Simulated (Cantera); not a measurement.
A perfectly stirred reactor is fed with H₂ : O₂ : N₂ : NO = 1 : 1.19 : 4.48 : 0.022 (molar parts), at 750 Torr; it is adiabatic with a 800 K inlet, and is followed from long to short residence time, starting on the burning branch (τ in s: 0.11, 0.031, 0.0089, 0.0026, 0.00075, 0.00022, 6.3e-05, 1.8e-05, 5.3e-06).

Detailed kinetics in Cantera: GRI-Mech 3.0 (53 species, 325 reactions). The mechanism lacks 2 NO + O2 → 2 NO2 and HONO, so NO2 and the effect of NO are under-described below about 1400 K.

Predict: blow-out, bracketed by the residence times tried; x(H₂) at τ = 0.110 s; x(O₂) at τ = 0.110 s; x(NO) at τ = 0.110 s; x(H₂O) at τ = 0.110 s; x(HO₂) at τ = 0.110 s; x(H₂) at τ = 0.750 ms; x(O₂) at τ = 0.750 ms; x(NO) at τ = 0.750 ms; x(H₂O) at τ = 0.750 ms; x(HO₂) at τ = 0.750 ms.


```
Property                                                                      Result
------------------------------------------------  ----------------------------------
blow-out, bracketed by the residence times tried  burning at 18.0 µs, out at 5.30 µs
x(H₂) at τ = 0.110 s                                                        0.000147
x(O₂) at τ = 0.110 s                                                           0.111
x(NO) at τ = 0.110 s                                                         0.00356
x(H₂O) at τ = 0.110 s                                                          0.160
x(HO₂) at τ = 0.110 s                                                        1.76e-6
x(H₂) at τ = 0.750 ms                                                        0.00325
x(O₂) at τ = 0.750 ms                                                          0.109
x(NO) at τ = 0.750 ms                                                        0.00353
x(H₂O) at τ = 0.750 ms                                                         0.152
x(HO₂) at τ = 0.750 ms                                                       1.78e-5
```
